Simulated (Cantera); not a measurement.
A Cantera script and what it prints.

```python
import numpy as np
import cantera as ct

gas_names = """
    Electron H H+ H- HO2 H2 H2+ H2- H2O H2O+ H2O2 H2S H2SO4 H3O+ O O+ O- OH OH+ OH- O2 O2+ O2- O3 S S+
    S- SH SO SO2 SO3 S2 S2O S8
""".split()
cond_names = """
    H2O(s) H2O(L) H2SO4(L) S(cr1) S(cr2) S(L)
""".split()


# ... load() reads the species with a 1 bar reference pressure and builds the phases ...
atoms = {
    'SO2': {'S': 1, 'O': 2},
    'H2O': {'H': 2, 'O': 1},
    'O2': {'O': 2},
}
top_T = {}  # K; cautious upper limits of use, not melting points


# ... equilibrate(T, P, feed) seeds the gas with the atoms and calls Mixture.equilibrate('TP', solver="vcs", rtol=1e-11, max_steps=5000) ...
results = []
feed = {'SO2': 1, 'H2O': 1.3, 'O2': 1}  # mol
P = 10000  # Pa
for T in [3000, 3500, 4000, 4500, 5000]:
    mix = equilibrate(T, P, feed)
    results.append((T, P, feed, dict(zip(mix.species_names, mix.species_moles))))

top = {s: max(r[3][s] / sum(r[3][g] for g in gas_names) for r in results) for s in gas_names}
cols = sorted((s for s in top if top[s] > 0.0001), key=lambda s: -top[s])[:9]
seen = [c for c in cond_names if any(r[3].get(c, 0) > 1e-12 for r in results)]
print("log10 of partial pressures in bar; condensed amounts in mol")
print(f"{'T/K':>10s}" + "".join(f"{s[:9]:>10s}" for s in cols + seen))
for T, P, feed, n in results:
    ng = sum(n[g] for g in gas_names)
    print(f"{T:10.4g}" + "".join(f"{np.log10(max(n[s] / ng * P / 1e5, 1e-99)):10.3f}" for s in cols)
          + "".join(f"{n.get(c, 0):10.4g}" for c in seen))
```

Output:

```
log10 of partial pressures in bar; condensed amounts in mol
       T/K         O         H        O2       SO2       H2O        OH         S        SO        H2
      3000    -1.789    -1.978    -1.685    -1.813    -1.847    -1.951    -3.217    -2.175    -2.353
      3500    -1.362    -1.585    -2.110    -2.747    -3.045    -2.255    -2.281    -2.145    -2.712
      4000    -1.248    -1.541    -2.841    -4.288    -4.656    -2.943    -2.005    -2.756    -3.488
      4500    -1.229    -1.536    -3.551    -5.802    -6.041    -3.582    -1.959    -3.473    -4.151
      5000    -1.226    -1.535    -4.143    -7.068    -7.167    -4.108    -1.952    -4.089    -4.687
```

These are equilibrium values from Cantera (NASA tables, ideal gas, pure condensed phases), not measurements of a reactor.
